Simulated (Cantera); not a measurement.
Charge: 1 mol Si₃N₄, 1.2 mol O₂, 380 mol N₂, at 248 Torr.

Cantera equilibrium calculation (NASA polynomials, part measured and part estimated; ideal gas, pure solids and liquids). Candidate condensed phases: Si, SiO₂, Si₂N₂O, Si₃N₄; 16 gas species. Mutual solubility and eutectic melting of coexisting phases are not modelled. The tables' values for SiN are old estimates; treat these amounts as uncertain. The tables hold silica as quartz up to 1696 K and as liquid above; real silica turns to tridymite and cristobalite and melts near 1996 K. Equilibrium is a limit: real reactors are often held back by kinetics, nucleation or transport.

x: gas mole fraction; n: condensed amount in mol.

| T (K) | x N₂ | x SiO | x Si | x Si₂N | x SiN | x Si₂ | n SiO₂(β-quartz) | n Si₂N₂O(s) | n SiO₂(condensed) | n Si₃N₄(s) | n Si(l) |
|---|---|---|---|---|---|---|---|---|---|---|---|
| 1073 | 1.00 | <1e-12 | <1e-12 | <1e-12 | <1e-12 | <1e-12 | 0.600 | 1.20 | 0 | 0 | 0 |
| 1173 | 1.00 | 1.23e-10 | <1e-12 | <1e-12 | <1e-12 | <1e-12 | 0.600 | 1.20 | 0 | 0 | 0 |
| 1273 | 1.00 | 7.28e-9 | <1e-12 | <1e-12 | <1e-12 | <1e-12 | 0.600 | 1.20 | 0 | 0 | 0 |
| 1373 | 1.00 | 2.35e-7 | <1e-12 | <1e-12 | <1e-12 | <1e-12 | 0.600 | 1.20 | 0 | 0 | 0 |
| 1473 | 1.000 | 4.67e-6 | <1e-12 | <1e-12 | <1e-12 | <1e-12 | 0.599 | 1.20 | 0 | 0 | 0 |
| 1573 | 1.000 | 6.29e-5 | … | <1e-12 | 1.17e-11 | <1e-12 | 0.592 | 1.19 | 0 | 0 | 0 |
| 1673 | 0.999 | 0.000615 | … | <1e-12 | 2.66e-10 | <1e-12 | 0.522 | 1.12 | 0 | 0 | 0 |
| 1773 | 0.995 | 0.00459 | … | 1.71e-11 | 4.28e-9 | <1e-12 | 0 | 0.614 | 0.0144 | 0 | 0 |
| 1873 | 0.995 | 0.00470 | … | 2.36e-8 | 2.96e-7 | 5.75e-10 | 0 | 0.599 | 0 | 0 | 0 |
| 1973 | 0.994 | 0.00625 | … | 5.06e-6 | 7.56e-6 | 2.29e-7 | 0 | 0 | 0 | 0.192 | 0 |
| 2073 | 0.993 | 0.00624 | … | 4.68e-5 | 3.81e-5 | 3.71e-6 | 0 | 0 | 0 | 0 | 0.429 |

### Question
Some entries are withheld; supply them.

### Answer

- 1573, x Si: 2.13e-11
- 1673, x Si: 6.99e-10
- 1773, x Si: 1.56e-8
- 1873, x Si: 1.43e-6
- 1973, x Si: 4.75e-5
- 2073, x Si: 0.000302
